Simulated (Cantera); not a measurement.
Charge: 1 mol Fe, 2.8 mol H₂O, 210 mol N₂, at 1625 K and 36.0 Pa.

These are equilibrium values from Cantera (NASA tables, ideal gas, pure condensed phases), not measurements of a reactor. Candidate condensed phases: Fe, FeO, Fe(OH)₂, Fe(OH)₃, Fe₂O₃, Fe₃O₄, H₂O; 27 gas species. The tables' stoichiometric FeO is somewhat more stable than real wüstite, so its field is too wide. FeO: taken at fixed stoichiometry. Rates play no part.

Base state: N₂ 0.986, H₂O 0.00931, H₂ 0.00371, Fe 0.000896, H 0.000226, OH 2.39e-5, FeO 1.47e-5 (mole fractions); condensed: FeO(s).

Task: What changes in the equilibrium state with this change: Fe replaced by Pb?

Result: 
```
species        before     after
-----------  --------  --------
N₂              0.986     0.982
H₂O           0.00931    0.0125
Pb                  0   0.00458
H₂            0.00371  0.000478
Fe           0.000896         0
PbO                 0   9.83e-5
FeO           1.47e-5         0
O₂            1.38e-6  0.000150
FeO(s), mol     0.806         0
```
Further candidate phases: Pb, PbO, PbO₂, Pb₃O₄.

Task: What changes in the equilibrium state with this change: H₂O from 2.8 to 0.041 mol?

Result: 
| species | before | after |
|---|---|---|
| N₂ | 0.986 | 0.995 |
| Fe | 0.000896 | 0.00460 |
| H₂ | 0.00371 | 0.000117 |
| H₂O | 0.00931 | 5.70e-5 |
| OH | 2.39e-5 | 8.27e-7 |
| H | 0.000226 | 4.02e-5 |
| FeO | 1.47e-5 | 1.47e-5 |
| FeO(s), mol | 0.806 | 0.0254 |
